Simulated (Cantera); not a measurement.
A Cantera script and its output.

```python
import numpy as np
import cantera as ct

gas = ct.Solution("gri30.yaml")
gas.TPX = 1498, 24000, {'CH4': 1, 'O2': 5.13, 'N2': 13.3}
reactor = ct.IdealGasReactor(gas, energy="on", clone=False)
net = ct.ReactorNet([reactor])
net.rtol, net.atol = 1e-08, 1e-16
show = ['CH4', 'O2', 'CH2O', 'CH2', 'H']
times = np.geomspace(6e-06, 0.3, 15)

steps = ct.SolutionArray(gas, extra=["t"])
rows = []
print(f"{'t/s':>10s}{'T/K':>9s}{'P/Pa':>11s}" + "".join(f"{s:>11s}" for s in show))
for t in times:
    while net.time < t:
        t_next = net.step()
        steps.append(gas.state, t=t_next)
    rows.append([np.interp(t, steps.t, y) for y in (steps.T, steps.P, *steps(*show).X.T)])
    print(f"{t:10.3e}{rows[-1][0]:9.1f}{rows[-1][1]:11.4g}" + "".join(f"{x:11.3e}" for x in rows[-1][2:]))
rate = np.gradient(steps.T, steps.t)
print("integrator steps:", len(steps.t))
if steps.T.max() > steps.T[0] + 200:
    print(f"time of steepest temperature rise: {steps.t[rate.argmax()]:.4e} s")
gas.TPX = 1498, 24000, {'CH4': 1, 'O2': 5.13, 'N2': 13.3}
gas.equilibrate("UV")
print(f"equilibrium (UV): T = {gas.T:.1f} K  " + "  ".join(f"{s} {gas[s].X[0]:.3e}" for s in show))
```

Output:

```
       t/s      T/K       P/Pa        CH4         O2       CH2O        CH2          H
 6.000e-06   1498.0    2.4e+04  5.147e-02  2.640e-01  6.285e-10  3.830e-15  6.499e-09
 1.300e-05   1498.0    2.4e+04  5.147e-02  2.640e-01  3.325e-09  1.592e-14  6.912e-09
 2.815e-05   1498.0    2.4e+04  5.147e-02  2.640e-01  1.741e-08  5.165e-14  7.382e-09
 6.096e-05   1498.0    2.4e+04  5.147e-02  2.640e-01  8.981e-08  1.906e-13  8.478e-09
 1.320e-04   1498.0    2.4e+04  5.146e-02  2.640e-01  4.755e-07  9.073e-13  1.130e-08
 2.860e-04   1498.0    2.4e+04  5.145e-02  2.640e-01  2.770e-06  6.137e-12  2.015e-08
 6.194e-04   1498.0    2.4e+04  5.141e-02  2.640e-01  1.994e-05  7.533e-11  6.224e-08
 1.342e-03   1499.5  2.403e+04  5.092e-02  2.637e-01  2.220e-04  3.252e-09  6.504e-07
 2.906e-03   2446.5  4.012e+04  3.649e-19  1.525e-01  3.617e-12  1.450e-17  4.303e-03
 6.294e-03   2539.0  4.137e+04  5.088e-19  1.524e-01  3.284e-12  1.355e-17  2.370e-03
 1.363e-02   2531.5  4.123e+04  4.746e-19  1.498e-01  3.124e-12  1.206e-17  2.268e-03
 2.953e-02   2523.5  4.107e+04  4.404e-19  1.471e-01  2.961e-12  1.063e-17  2.165e-03
 6.395e-02   2520.2  4.101e+04  4.265e-19  1.460e-01  2.895e-12  1.007e-17  2.122e-03
 1.385e-01   2519.9    4.1e+04  4.254e-19  1.459e-01  2.889e-12  1.002e-17  2.119e-03
 3.000e-01   2519.9    4.1e+04  4.254e-19  1.459e-01  2.889e-12  1.002e-17  2.119e-03
integrator steps: 1667
time of steepest temperature rise: 2.3054e-03 s
equilibrium (UV): T = 2519.9 K  CH4 6.366e-19  O2 1.459e-01  CH2O 2.889e-12  CH2 1.424e-17  H 2.119e-03
```

Detailed kinetics in Cantera: GRI-Mech 3.0 (53 species, 325 reactions).
